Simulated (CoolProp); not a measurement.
A Linde-Hampson liquefier for ethane: isothermal reversible compression at 320 K from 1 atm to 25 MPa, throttling to 1 atm, return gas leaving the recuperator 5 K below the feed. Each further row changes one setting.

Model: reference Helmholtz-energy equation of state, Bücker 2006, in CoolProp.

```csv
case,liquid yield per pass,compression work (kJ/kg of gas)
as stated,0.460,378
high pressure 50 MPa,0.444,436
warm-end temperature 350 K,0.382,443
warm-end gap 10 K,0.453,378
```
